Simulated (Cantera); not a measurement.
## Adiabatic ignition

An adiabatic, constant-volume homogeneous reactor starts with CO : H2 : CH4 : O2 : N2 = 1 : 0.98 : 0.042 : 3.36 : 12.6 (molar parts), equivalence ratio 0.32, at 1550 K and 9.87 atm.

Model: GRI-Mech 3.0 (53 species, 325 reactions), integrated in Cantera.

| t (s) | T (K) | P (bar) | x CO | x H2 | x CH4 | x CO2 | x C2H2 | x CH2O |
|---|---|---|---|---|---|---|---|---|
| 3.00e-6 | 2030 | 12.8 | 0.0428 | 0.00192 | 1.64e-9 | 0.0166 | <1e-12 | 1.40e-9 |
| 1.02e-5 | 2485 | 15.3 | 0.00605 | 0.000559 | <1e-12 | 0.0549 | <1e-12 | 1.60e-11 |
| 3.45e-5 | 2543 | 15.6 | 0.00193 | 0.000303 | <1e-12 | 0.0592 | <1e-12 | 3.64e-12 |
| 0.000117 | 2542 | 15.5 | 0.00190 | 0.000301 | <1e-12 | 0.0592 | <1e-12 | 3.56e-12 |
| 0.000396 | 2537 | 15.5 | 0.00187 | 0.000296 | <1e-12 | 0.0592 | <1e-12 | 3.44e-12 |
| 0.00134 | 2526 | 15.4 | 0.00178 | 0.000284 | <1e-12 | 0.0593 | <1e-12 | 3.14e-12 |
| 0.00455 | 2509 | 15.3 | 0.00166 | 0.000268 | <1e-12 | 0.0595 | <1e-12 | 2.73e-12 |
| 0.0154 | 2503 | 15.3 | 0.00162 | 0.000262 | <1e-12 | 0.0595 | <1e-12 | 2.61e-12 |
| 0.0522 | 2503 | 15.3 | 0.00162 | 0.000262 | <1e-12 | 0.0595 | <1e-12 | 2.60e-12 |
| 0.177 | 2503 | 15.3 | 0.00162 | 0.000262 | <1e-12 | 0.0595 | <1e-12 | 2.60e-12 |
| 0.600 | 2503 | 15.3 | 0.00162 | 0.000262 | <1e-12 | 0.0595 | <1e-12 | 2.60e-12 |
x: mole fraction; the columns are a selection and need not sum to one.

The time of steepest temperature rise comes out as 2.19 µs and the temperature at 0.600 s is 2503 K. The equilibrium temperature is 2503 K and the x(CO) at 0.600 s comes out as 0.00162 (gas-phase equilibrium 0.00162). The x(H2) at 0.600 s is 0.000262 (gas-phase equilibrium 0.000262) and the x(CH4) at 0.600 s is <1e-12 (gas-phase equilibrium <1e-12).
